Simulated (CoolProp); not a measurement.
Properties of the fluoroketone C6F12O (FK-5-1-12) along the isobar 3.91 bar.

Computed with CoolProp (reference Helmholtz-energy equation of state, McLinden 2015).

```tsv
T (K)	phase	density (kg/m³)	cp (kJ/(kg K))	isothermal compressibility (1/MPa)	expansivity (1/kK)	fugacity coefficient
239.9	liquid	1768	?	0.001464	1.530	0.004179
255.9	liquid	1725	1.089	0.001754	1.596	0.01222
271.9	liquid	1680	1.090	0.002128	1.680	0.03038
287.9	liquid	1634	?	0.002620	1.787	0.06620
303.9	liquid	1587	1.105	0.003282	1.924	0.1293
319.9	liquid	1536	1.118	0.004202	2.101	0.2306
335.9	liquid	1483	?	0.005533	2.335	0.3808
351.8	liquid	1425	1.158	0.007550	2.656	0.5873
383.8	gas	44.91	0.9870	3.029	4.447	0.8788
399.8	gas	42.03	0.9944	2.929	3.892	0.8959
415.8	gas	39.62	1.004	2.858	3.487	0.9100
431.8	gas	37.57	1.016	2.806	3.177	0.9217
447.8	gas	35.78	?	2.766	2.933	0.9316
463.8	gas	34.20	1.043	2.735	2.734	0.9399
479.8	gas	32.78	1.058	2.709	2.568	0.9471
```

**Question.** What belongs in the gaps?

**Answer.** 
- 239.9, cp (kJ/(kg K)): 1.091
- 287.9, cp (kJ/(kg K)): 1.096
- 335.9, cp (kJ/(kg K)): 1.136
- 447.8, cp (kJ/(kg K)): 1.029
